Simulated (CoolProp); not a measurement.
Neopentane at 298.15 K and 0.111 MPa is compressed adiabatically to 0.689 MPa with isentropic efficiency 0.9. Each further row changes one setting.

The numbers come from the reference Helmholtz-energy equation of state, Lemmon 2006 in CoolProp. It is a short technical equation, of lower accuracy than the large ones.

```json
[
 {"case": "as stated", "work (kJ/kg)": "67.4", "final temperature (K)": "350.1", "final phase": "two-phase, vapour fraction 0.966", "final density (kg/m³)": "[?]"},
 {"case": "efficiency 1", "work (kJ/kg)": "60.6", "final temperature (K)": "350.1", "final phase": "two-phase, vapour fraction 0.939", "final density (kg/m³)": "21.9"},
 {"case": "efficiency 0.65", "work (kJ/kg)": "93.3", "final temperature (K)": "[?]", "final phase": "gas", "final density (kg/m³)": "[?]"}
]
```

Task: Some entries are withheld; supply them.

Result: 
- as stated, final density (kg/m³): 21.3
- efficiency 0.65, final temperature (K): 358.2
- efficiency 0.65, final density (kg/m³): 19.8
